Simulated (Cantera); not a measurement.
Charge: 1 mol borazine, 7 mol H₂O, 0.32 mol H₂, equilibrated at 1027 °C and 12.0 mbar.

These are equilibrium values from Cantera (NASA tables, ideal gas, pure condensed phases), not measurements of a reactor. Candidate condensed phases: B, BN, B₂O₃, B₃O₃H₃, H₂O; 39 gas species. The feed counts by its element totals alone. Gases not in the tables: H₃BO₃. Rates play no part.

Base state: H₂ 0.657, H₂O 0.204, N₂ 0.126, HBO₂ 0.0127, (HBO₂)₃ 8.30e-5, B₂O₃ 1.55e-5 (mole fractions); condensed: B₂O₃(l).

Problem. What changes in the equilibrium state with this change: H₂O from 7 to 4.8 mol?

Solution. 
| species | before | after |
|---|---|---|
| H₂ | 0.657 | 0.811 |
| N₂ | 0.126 | 0.156 |
| H₂O | 0.204 | 0.0287 |
| HBO₂ | 0.0127 | 0.00476 |
| (HBO₂)₃ | 8.30e-5 | 4.40e-6 |
| HBO | 5.32e-6 | 1.75e-5 |
| B₂O₃ | 1.55e-5 | 1.55e-5 |
| B₂O₃(l), mol | 1.42 | 1.48 |
